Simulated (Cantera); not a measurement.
Input: 1 mol SiHCl₃, 3.7 mol N₂, 0.43 mol H₂, 5.5 mol NH₃, at 750 Torr.

Cantera equilibrium calculation (NASA polynomials, part measured and part estimated; ideal gas, pure solids and liquids). Candidate condensed phases: NH₄Cl, Si, Si₃N₄; 28 gas species. Kinetics and transport are ignored.

Over these rows the condensed part is Si₃N₄(s). Partial pressures as log10 of bar:

```
T (K)  1000/T (1/K)  log p SiCl₂  log p H₂  log p N₂  log p HCl
-----  ------------  -----------  --------  --------  ---------
1275         0.7843        -4.86     -0.33     -0.45      -0.75
1350         0.7407            ?     -0.33     -0.45      -0.75
1425         0.7018        -3.72     -0.33     -0.45      -0.75
1500         0.6667        -3.25     -0.33     -0.45      -0.75
1575         0.6349        -2.83     -0.33     -0.45      -0.76
1650         0.6061        -2.47     -0.33     -0.45      -0.77
```

Q: Fit log p(SiCl₂) = a + b·(1000/T) to the five rows, give the apparent enthalpy, and predict the row at 1350 K.

A: Means: 1000/T = 0.6788, log p = -3.426. Sxy = -0.255844, Sxx = 0.0190182, so b = -13.45 and a = -3.426 − (-13.45)×0.6788 = 5.70.
Apparent enthalpy: −19.145 × (-13.45) = 258 kJ/mol. With the condensed phases at unit activity, 1/3 Si₃N₄(s) + 2 HCl(g) = SiCl₂(g) + H₂(g) + 2/3 N₂(g) links this pressure to the main gases: over the six rows their terms move log p by -0.04 in all, so the slope is close to that reaction's ΔH°. The five rows lie within 0.02 of the line.
Prediction at 1350 K: 5.70 + (-13.45)×0.7407 = -4.26. The computed value is -4.26, 0.00 from the line.
